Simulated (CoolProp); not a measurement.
A single-stage vapour-compression cycle with carbonyl sulfide: evaporating at 301.15 K (dew point), condensing at 339.15 K (bubble point), superheat 0 K, subcooling 8 K, compressor efficiency 0.7, no pressure losses. Each further row changes one setting.

Model: reference Helmholtz-energy equation of state, Lemmon 2006, in CoolProp. It is a short technical equation, of lower accuracy than the large ones.

```
case                              cooling COP  pressure ratio  discharge temperature (K)  refrigerating effect (kJ/kg)  volumetric capacity (kJ/m³)
--------------------------------  -----------  --------------  -------------------------  ----------------------------  ---------------------------
as stated                                4.61            2.28                      374.9                           198                         7920
evaporating temperature 306.15 K            ?               ?                          ?                           199                         9000
condensing temperature 334.15 K          5.47            2.06                      365.6                           206                         8230
subcooling 13 K                          4.79            2.28                      374.9                           206                         8240
superheat 10 K                           4.54            2.28                          ?                           207                         7830
compressor efficiency 0.6                   ?            2.28                          ?                           198                         7920
```

Task: Fill in the missing entries.

Result: 
- evaporating temperature 306.15 K, cooling COP: 5.49
- evaporating temperature 306.15 K, pressure ratio: 2.02
- evaporating temperature 306.15 K, discharge temperature (K): 369.4
- superheat 10 K, discharge temperature (K): 386.9
- compressor efficiency 0.6, cooling COP: 3.95
- compressor efficiency 0.6, discharge temperature (K): 382.1
